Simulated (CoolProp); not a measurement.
Vapour-liquid equilibrium of propylene (1) + propane (2) at 0.0507 MPa; x and y are mole fractions of (1).

Values from CoolProp's multi-fluid Helmholtz-energy mixture model, Lemmon 2013 and Lemmon 2009; pair parameters Bell 2016.

```
x     bubble temperature (°C)  y at the bubble point  dew temperature at overall composition x (°C)  liquid density (mol/L)
----  -----------------------  ---------------------  ---------------------------------------------  ----------------------
0.05                    -57.1                  0.070                                          -57.0                   13.61
0.2                     -58.3                  0.258                                          -57.9                   13.81
0.35                    -59.2                  0.420                                          -58.8                   14.00
0.5                     -60.0                  0.565                                          -59.7                   14.20
0.65                    -60.7                  0.699                                          -60.5                   14.41
0.8                     -61.2                  0.827                                          -61.1                   14.62
0.95                    -61.6                  0.956                                          -61.6                   14.83
```

No azeotrope shows between x = 0.05 and 0.95.

Pair parameters are fitted to limited data, so mixtures are less certain than the pure fluids.
